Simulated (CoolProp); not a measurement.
Properties of R1234ze(Z) along the isobar 0.102 MPa.

Model: reference Helmholtz-energy equation of state, Akasaka 2019, in CoolProp.

| T (°C) | phase | Z | expansivity (1/kK) |
|---|---|---|---|
| 16.15 | gas | 0.9541 | 4.132 |
| 26.05 | gas | 0.9599 | 3.899 |
| 36.05 | gas | 0.9648 | 3.697 |
| 46.05 | gas | 0.9689 | 3.522 |
| 55.95 | gas | 0.9723 | 3.368 |
| 65.95 | gas | 0.9753 | 3.231 |
| 75.95 | gas | 0.9779 | 3.107 |
| 85.85 | gas | 0.9800 | 2.996 |
| 95.85 | gas | 0.9820 | 2.893 |
| 105.85 | gas | 0.9837 | 2.799 |
| 115.75 | gas | 0.9851 | 2.713 |
